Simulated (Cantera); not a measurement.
**Gas-phase reforming**

An isothermal, constant-pressure homogeneous reactor starts with CH4 : CO2 = 1 : 1.6 (molar parts), at 1350 K and 150000 Pa.

Detailed kinetics in Cantera: GRI-Mech 3.0 (53 species, 325 reactions).

```
t (s)     x CH4  x CO2      x H2    x C2H4     x CH2     x H2O     x C2H
--------  -----  -----  --------  --------  --------  --------  --------
0.000300  0.385  0.615   2.71e-6   9.47e-9  1.76e-12   3.27e-8    <1e-12
0.00120   0.385  0.615   1.14e-5   2.96e-7  8.66e-12   1.38e-7    <1e-12
0.00482   0.385  0.615   4.81e-5   2.68e-6  1.13e-11   5.97e-7    <1e-12
0.0193    0.384  0.615  0.000211   2.38e-5  1.84e-11   2.88e-6    <1e-12
0.0775    0.383  0.615   0.00112  0.000289  3.74e-11   2.26e-5    <1e-12
0.311     0.376  0.613   0.00681   0.00187  4.72e-11  0.000349  2.78e-12
1.24      0.351  0.597    0.0291   0.00321  4.04e-11   0.00528  2.25e-11
4.99      0.275  0.520    0.0653   0.00642  6.50e-11    0.0491  7.73e-11
20.0      0.129  0.316    0.0878    0.0150  2.42e-10     0.181  2.26e-10
```
x: mole fraction; the columns are a selection and need not sum to one.

Equilibrium at this temperature and pressure: CH4 2.26e-5, CO2 0.0548, H2 0.359, C2H4 1.51e-10, CH2 <1e-12, H2O 0.0757, C2H <1e-12 (gas phase only).
